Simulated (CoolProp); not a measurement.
Vapour-liquid equilibrium of CHF3 (R23) (1) + C2F6 (R116) (2) at 251.5 K; x and y are mole fractions of (1).

Values from CoolProp's multi-fluid Helmholtz-energy mixture model, Penoncello 2003 and Lemmon 2006; pair parameters Bell 2016.

Give the bubble pressure and the first vapour's composition at x = 0.425, 0.5, 0.65. Is there an azeotrope?

x = 0.425: 1.508 MPa, y = 0.505; x = 0.5: 1.535 MPa, y = 0.552; x = 0.65: 1.554 MPa, y = 0.643. y crosses x between x = 0.575 and 0.65: the model has an azeotrope there.

The pair parameters rest on a limited set of measurements; away from them the model extrapolates.
